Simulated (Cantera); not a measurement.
What does this Cantera script print?

```python
import numpy as np
import cantera as ct

gas = ct.Solution("gri30.yaml")
gas.TPX = 1700, 670000, {'CH4': 1, 'H2O': 0.6, 'H2': 0.066}
reactor = ct.IdealGasConstPressureReactor(gas, energy="off", clone=False)
net = ct.ReactorNet([reactor])
net.rtol, net.atol = 1e-08, 1e-18
show = ['CH4', 'H2O', 'H2', 'CH2O', 'O2']
times = np.geomspace(3e-05, 300, 15)

steps = ct.SolutionArray(gas, extra=["t"])
rows = []
print(f"{'t/s':>10s}{'T/K':>9s}{'P/Pa':>11s}" + "".join(f"{s:>11s}" for s in show))
for t in times:
    while net.time < t:
        t_next = net.step()
        steps.append(gas.state, t=t_next)
    rows.append([np.interp(t, steps.t, y) for y in (steps.T, steps.P, *steps(*show).X.T)])
    print(f"{t:10.3e}{rows[-1][0]:9.1f}{rows[-1][1]:11.4g}" + "".join(f"{x:11.3e}" for x in rows[-1][2:]))
rate = np.gradient(steps.T, steps.t)
print("integrator steps:", len(steps.t))
if steps.T.max() > steps.T[0] + 200:
    print(f"time of steepest temperature rise: {steps.t[rate.argmax()]:.4e} s")
gas.TPX = 1700, 670000, {'CH4': 1, 'H2O': 0.6, 'H2': 0.066}
gas.equilibrate("TP")
print(f"equilibrium (TP): T = {gas.T:.1f} K  " + "  ".join(f"{s} {gas[s].X[0]:.3e}" for s in show))
```

Output:

```
       t/s      T/K       P/Pa        CH4        H2O         H2       CH2O         O2
 3.000e-05   1700.0    6.7e+05  5.951e-01  3.598e-01  4.237e-02  2.477e-06  8.506e-13
 9.487e-05   1700.0    6.7e+05  5.819e-01  3.584e-01  5.135e-02  1.062e-05  5.750e-12
 3.000e-04   1700.0    6.7e+05  5.355e-01  3.502e-01  8.940e-02  1.628e-05  2.348e-11
 9.487e-04   1700.0    6.7e+05  4.285e-01  3.253e-01  1.880e-01  9.739e-06  2.540e-11
 3.000e-03   1700.0    6.7e+05  2.811e-01  2.886e-01  3.266e-01  4.600e-06  1.004e-11
 9.487e-03   1700.0    6.7e+05  1.559e-01  2.533e-01  4.456e-01  2.084e-06  5.271e-12
 3.000e-02   1700.0    6.7e+05  1.116e-01  2.189e-01  5.046e-01  1.262e-06  3.731e-12
 9.487e-02   1700.0    6.7e+05  1.087e-01  1.653e-01  5.480e-01  8.667e-07  2.120e-12
 3.000e-01   1700.0    6.7e+05  1.013e-01  9.480e-02  6.072e-01  5.419e-07  7.155e-13
 9.487e-01   1700.0    6.7e+05  8.810e-02  3.595e-02  6.612e-01  4.092e-07  1.087e-13
 3.000e+00   1700.0    6.7e+05  7.770e-02  5.783e-03  6.915e-01  3.905e-07  2.923e-15
 9.487e+00   1700.0    6.7e+05  7.537e-02  7.469e-05  6.974e-01  3.910e-07  5.416e-19
 3.000e+01   1700.0    6.7e+05  7.535e-02  2.028e-05  6.975e-01  3.910e-07  5.189e-20
 9.487e+01   1700.0    6.7e+05  7.535e-02  2.028e-05  6.975e-01  3.910e-07  5.189e-20
 3.000e+02   1700.0    6.7e+05  7.535e-02  2.028e-05  6.975e-01  3.910e-07  5.189e-20
integrator steps: 1704
equilibrium (TP): T = 1700.0 K  CH4 7.535e-02  H2O 2.078e-05  H2 6.975e-01  CH2O 3.910e-07  O2 5.420e-20
```

Cantera simulation using GRI-Mech 3.0 (53 species, 325 reactions); the numbers are that mechanism's predictions, not measurements. GRI-Mech 3.0 stops at C3 and has no aromatics, soot or wall deposition, so with more carbon than oxygen in the feed, carbon stays in small species such as C2H2 where larger ones or solid carbon would form.
